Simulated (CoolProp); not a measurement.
Properties of fluorine along the isotherm 122.9 K (Tc = 144.4 K, pc = 52.40 bar, ω = 0.045).

Computed with CoolProp (reference Helmholtz-energy equation of state, de Reuck 1990).

| p (bar) | phase | Z | Joule-Thomson coefficient (K/MPa) | expansivity (1/kK) | fugacity coefficient |
|---|---|---|---|---|---|
| 7.86 | gas | ? | ? | 10.76 | 0.9193 |
| 15.7 | gas | ? | 11.19 | 15.72 | 0.8389 |
| 23.6 | liquid | 0.07434 | 0.1239 | 10.41 | 0.6609 |
| 31.4 | liquid | ? | 0.09534 | 9.860 | 0.5090 |
| 39.3 | liquid | 0.1221 | 0.06989 | ? | 0.4168 |
| 47.2 | liquid | 0.1457 | 0.04727 | ? | 0.3557 |
| 55 | liquid | 0.1688 | 0.02722 | 8.611 | 0.3126 |
| 62.9 | liquid | 0.1920 | 0.008834 | 8.289 | 0.2801 |
| 70.7 | liquid | 0.2147 | -0.007712 | 8.005 | 0.2552 |
| 78.6 | liquid | 0.2375 | -0.02307 | 7.745 | 0.2351 |

Q: What belongs in the gaps?

A: 
- 7.86, Z: 0.9126
- 7.86, Joule-Thomson coefficient (K/MPa): 11.08
- 15.7, Z: 0.8070
- 31.4, Z: 0.09821
- 39.3, expansivity (1/kK): 9.382
- 47.2, expansivity (1/kK): 8.969
